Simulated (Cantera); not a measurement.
Charge: 1 mol SiH₄, 52 mol N₂, equilibrated at 0.00150 bar.

Cantera equilibrium calculation (NASA polynomials, part measured and part estimated; ideal gas, pure solids and liquids). Candidate condensed phases: Si, Si₃N₄; 18 gas species. The tables' values for SiN are old estimates; treat these amounts as uncertain. The numbers say what is thermodynamically allowed, not how fast it happens. All values below are at 1773 K.

Base state: N₂ 0.961, H₂ 0.0363, Si 0.00142, H 0.00140, Si₂N 4.29e-5, SiN 2.59e-5, SiH 1.29e-5 (mole fractions); condensed: Si(l).

Task: What changes in the equilibrium state with this change: SiH₄ replaced by SiHCl₃?

Result: 
```csv
species,before,after
N₂,0.961,0.962
SiCl₂,0,0.0182
HCl,0,0.0159
H₂,0.0363,0.00119
Cl,0,0.00259
SiCl₃,0,0.000184
SiCl,0,6.91e-5
"Si(l), mol",0.915,0
```
The tables' values for SiCl₃, SiCl are old estimates; treat these amounts as uncertain. Further candidate phases: NH₄Cl.
